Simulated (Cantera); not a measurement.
A closed system holds: 1 mol PbO, 0.41 mol H2O, 1.6 mol N2, at 1.20 bar.

Equilibrium computed with Cantera from the NASA thermochemical tables; the gas is ideal and each condensed phase is pure. Candidate condensed phases: H2O, Pb, PbO, PbO2, Pb3O4; 27 gas species. Equilibrium is a limit: real reactors are often held back by kinetics, nucleation or transport. All values below are at 1100 K.

Base state: N2 0.796, H2O 0.204 (mole fractions); condensed: PbO(yellow).

What changes in the equilibrium state with this change: PbO replaced by Fe?


```
species            before    after
----------------  -------  -------
N2                  0.796    0.796
H2                3.44e-7    0.166
H2O                 0.204   0.0376
NH3                 <1e-9  2.31e-5
PbO(yellow), mol    1.000        0
Fe(α), mol              0    0.666
FeO(s), mol             0    0.334
```
Mutual solubility and eutectic melting of coexisting phases are not modelled. The tables' stoichiometric FeO is somewhat more stable than real wüstite, so its field is too wide. FeO: taken at fixed stoichiometry. Further candidate phases: Fe, FeO, Fe(OH)2, Fe(OH)3, Fe2O3, Fe3O4.
